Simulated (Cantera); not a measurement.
Feed: 1 mol SiCl4, 1.9 mol HCl, 2.5 mol H2, at 802 °C and 101000 Pa.

Method: chemical equilibrium by Gibbs-energy minimisation in Cantera with the NASA 1993 tables (ideal gas, pure condensed phases). Candidate condensed phases: Si; 19 gas species. The tables' values for SiCl3 are old estimates; treat these amounts as uncertain. Equilibrium is a limit: real reactors are often held back by kinetics, nucleation or transport.

Base state: H2 0.460, HCl 0.355, SiCl4 0.182, SiHCl3 0.00293, SiCl3 0.000183 (mole fractions); condensed: gas only.

Q: What changes in the equilibrium state with this change: temperature from 802 °C to 625 °C?

A: 
```
species    before     after
-------  --------  --------
H2          0.460     0.462
HCl         0.355     0.353
SiCl4       0.182     0.185
SiCl3    0.000183   3.96e-6
SiHCl3    0.00293  0.000673
```

Q: What changes in the equilibrium state with this change: 0.29 mol HF added?

A: 
```
species  before     after
-------  ------  --------
H2        0.460     0.437
HCl       0.355     0.387
SiCl4     0.182     0.161
SiF4          0    0.0126
HF            0  0.000333
SiHF3         0  0.000112
```

Q: What changes in the equilibrium state with this change: temperature from 802 °C to 1177 °C?

A: 
```csv
species,before,after
H2,0.460,0.423
HCl,0.355,0.395
SiCl4,0.182,0.142
SiCl3,0.000183,0.0183
SiHCl3,0.00293,0.0131
SiCl2,2.91e-6,0.00862
SiH2Cl2,5.52e-6,0.000188
```
